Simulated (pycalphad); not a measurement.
CALPHAD calculation (pycalphad, COST 507 light-alloy database (1999)), 1 atm. The database dates from 1999; later assessments differ in places, in temperatures and in the compounds included. Amounts are mole fractions of atoms. Kinetics are ignored, which matters at the lower temperatures.

Problem. Give the equilibrium state of Ti-0.54B (at.%) at 950 K.

Solution. HCP_A3, fraction 0.991, with 0.10 B at.%; BM, fraction 0.009, with 50.0 B at.%.

Problem. Give the equilibrium state of Ti-0.54B (at.%) at 1850 K.

Solution. 
```
T = 1850.00 K, P = 101325 Pa, N = 1 mol of atoms
G = -112668 J/mol, H = 52968 J/mol, S = 89.53 J/(mol K)  (SER reference)
chemical potentials (J/mol): Ti -112129, B -211864
phase             fraction      x(Ti)       x(B)
BCC_A2              0.9115     0.9985     0.0015
LIQUID              0.0885     0.9542     0.0458
```

Database names, with the compositions (at.%) that they take in these runs: BM: Ti 50 B 50. BCC_A2 is bcc; HCP_A3 is hcp.
